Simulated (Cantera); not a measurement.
SiO2 + HCl + H2 (oxide etching and cleaning by halides)

Charge: 1 mol SiO2, 4.6 mol HCl, 2.4 mol H2, equilibrated at 10.0 mbar.

Method: chemical equilibrium by Gibbs-energy minimisation in Cantera with the NASA 1993 tables (ideal gas, pure condensed phases). Candidate condensed phases: H2O, Si, SiO2; 30 gas species. The tables' values for SiCl3 are old estimates; treat these amounts as uncertain. The tables hold silica as quartz up to 1696 K and as liquid above; real silica turns to tridymite and cristobalite and melts near 1996 K. Equilibrium is a limit: real reactors are often held back by kinetics, nucleation or transport.

| T (K) | x HCl | x H2 | x H2O | x SiO | x Cl | x H | n SiO2(β-quartz) | n SiO2(condensed) |
|---|---|---|---|---|---|---|---|---|
| 1475 | 0.657 | 0.343 | 0.000259 | 0.000109 | 0.000118 | 7.59e-5 | 0.999 | 0 |
| 1500 | 0.657 | 0.343 | 0.000328 | 0.000179 | 0.000159 | 0.000103 | 0.998 | 0 |
| 1525 | 0.656 | 0.342 | 0.000424 | 0.000282 | 0.000213 | 0.000138 | 0.998 | 0 |
| 1550 | 0.656 | 0.342 | 0.000557 | 0.000427 | 0.000282 | 0.000184 | 0.997 | 0 |
| 1575 | 0.656 | 0.342 | 0.000740 | 0.000623 | 0.000370 | 0.000243 | 0.995 | 0 |
| 1600 | 0.656 | 0.342 | 0.000989 | 0.000886 | 0.000482 | 0.000318 | 0.993 | 0 |
| 1625 | 0.655 | 0.341 | 0.00132 | 0.00123 | 0.000623 | 0.000412 | 0.991 | 0 |
| 1650 | 0.655 | 0.340 | 0.00176 | 0.00169 | 0.000799 | 0.000530 | 0.988 | 0 |
| 1675 | 0.654 | 0.340 | 0.00234 | 0.00228 | 0.00102 | 0.000677 | 0.984 | 0 |
| 1700 | 0.653 | 0.339 | 0.00309 | 0.00303 | 0.00129 | 0.000857 | 0 | 0.979 |
| 1725 | 0.652 | 0.337 | 0.00403 | 0.00398 | 0.00161 | 0.00108 | 0 | 0.972 |
| 1750 | 0.651 | 0.336 | 0.00521 | 0.00517 | 0.00201 | 0.00135 | 0 | 0.963 |
x: gas mole fraction; n: condensed amount in mol.

From 1475 K to 1675 K the condensed part is SiO2(β-quartz). From 1700 K to 1750 K the condensed part is SiO2(condensed). The main Si-bearing gas is SiO throughout. The share of Si in condensed phases is highest at 1475 K (99.9 %) and lowest at 1750 K (96.3 %).
